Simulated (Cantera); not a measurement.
Input: 1 mol CH₃Cl, 8.8 mol H₂, held at 0.133 bar.

Cantera equilibrium calculation (NASA polynomials, part measured and part estimated; ideal gas, pure solids and liquids). Candidate condensed phases: C, C₆H₆, C₇H₈, C₈H₁₈; 91 gas species. Rates play no part.

### Question
What share of the C ends up in condensed phases as a function of T (K), at 650, 850, 1050, 1250, 1450, 1650, 1850, 2050, 2250, 2450, 2650, 2850, 3050?

### Answer
| T (K) | C condensed (%) | as |
|---|---|---|
| 650 | 0.0 | - |
| 850 | 39.9 | C(graphite) |
| 1050 | 93.4 | C(graphite) |
| 1250 | 98.7 | C(graphite) |
| 1450 | 99.6 | C(graphite) |
| 1650 | 99.8 | C(graphite) |
| 1850 | 99.4 | C(graphite) |
| 2050 | 97.9 | C(graphite) |
| 2250 | 93.5 | C(graphite) |
| 2450 | 83.2 | C(graphite) |
| 2650 | 63.3 | C(graphite) |
| 2850 | 28.1 | C(graphite) |
| 3050 | 0.0 | - |
